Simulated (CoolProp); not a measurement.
Vapour-liquid equilibrium of ethane (1) + hydrogen chloride (2) at 813 kPa; x and y are mole fractions of (1).

Computed with CoolProp (multi-fluid Helmholtz-energy mixture model, Bücker 2006 and Thol 2018; pair parameters Bell 2016).

```csv
x,"bubble temperature, mixture model (K)","bubble temperature, Raoult's law (K)","y, mixture model","y, Raoult's law"
0.05,231.8,234.8,0.133,0.050
0.2,227.3,234.8,…,0.202
0.35,…,234.7,0.428,0.352
0.5,225.5,234.7,0.495,0.503
0.65,…,234.6,0.571,0.652
0.8,…,234.6,0.684,0.802
0.95,232.1,234.5,0.890,0.951
```

### Question
Complete the blanks.

### Answer

- 0.2, y, mixture model: 0.336
- 0.35, bubble temperature, mixture model (K): 225.9
- 0.65, bubble temperature, mixture model (K): 226.0
- 0.8, bubble temperature, mixture model (K): 227.8

The largest gap from Raoult's law is -9.2 K in bubble temperature, at x = 0.5. y crosses x between x = 0.35 and 0.5: the model has an azeotrope there.

The pair parameters rest on a limited set of measurements; away from them the model extrapolates.
